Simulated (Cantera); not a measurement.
A perfectly stirred reactor is fed with 22.6 % H2, 12.6 % O2, 64.1 % N2, 0.654 % H2O, at 0.210 bar; it is held at 1400 K, and followed from long to short residence time.

Model: GRI-Mech 3.0 (53 species, 325 reactions), integrated in Cantera. The temperature is held fixed by assumption; the heat of reaction is taken as removed at once.

One state of this run: x H2 = 0.00721; x O2 = 0.0174; x NO = 6.03e-6; x NO2 = 4.03e-10; x N2O = 2.66e-8. x: mole fraction; the columns are a selection and need not sum to one.

Problem. Which value of τ (s) does it belong to?
A) 0.00059
B) 0.00021
C) 0.039
D) 0.11

Solution. C, 0.039
